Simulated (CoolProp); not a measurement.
Vapour-liquid equilibrium of acetone (1) + n-dodecane (2) at 431.1 K; x and y are mole fractions of (1).

Values from CoolProp's multi-fluid Helmholtz-energy mixture model, Lemmon 2006 and Lemmon 2004; pair parameters Bell 2016.

```tsv
x	bubble pressure (kPa)	y at the bubble point	dew pressure at overall composition x (kPa)	liquid density (mol/L)
0.05	81.04	0.757	20.95	3.927
0.125	196.3	0.902	22.75	…
0.2	326.1	0.942	24.89	4.406
0.275	455.0	0.959	27.47	4.679
0.35	572.2	0.968	30.64	…
0.425	672.5	0.973	…	5.314
0.5	756.8	0.977	…	5.688
0.575	829.7	0.980	46.72	6.111
0.65	…	0.982	56.59	…
0.725	967.7	0.985	71.75	7.157
0.8	1046	0.988	98.07	7.822
0.875	1138	0.992	155.3	…
0.95	1248	0.996	377.7	9.618
```

Q: Complete the blanks.

A: 
- 0.125, liquid density (mol/L): 4.156
- 0.35, liquid density (mol/L): 4.980
- 0.425, dew pressure at overall composition x (kPa): 34.62
- 0.5, dew pressure at overall composition x (kPa): 39.78
- 0.65, bubble pressure (kPa): 897.7
- 0.65, liquid density (mol/L): 6.595
- 0.875, liquid density (mol/L): 8.624

No azeotrope shows between x = 0.05 and 0.95.

The pair parameters rest on a limited set of measurements; away from them the model extrapolates. The gap from Raoult's law changes sign with composition, which may be real or a fault of the pair parameters; it wasn't checked against measurements.
